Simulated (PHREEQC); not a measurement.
Make-up at 70 °C: 2.6 mol MgCl2 per kg of water. Closed to the air; pH follows from the charge balance.

Model: Pitzer model, pitzer.dat, run in PHREEQC.

Question: The ionic strength comes out as 7.80 mol/kgw. What activity coefficients do H+, Mg+2, MgOH+, Cl- get?

Answer: H+ 6.0, Mg+2 3.0, MgOH+ 0.86, Cl- 0.66. Single-ion values are on the MacInnes scale.

Precipitation was switched off in this run. Complexes and solids missing from the database can't appear. Constants without temperature data keep their 25 °C values here.
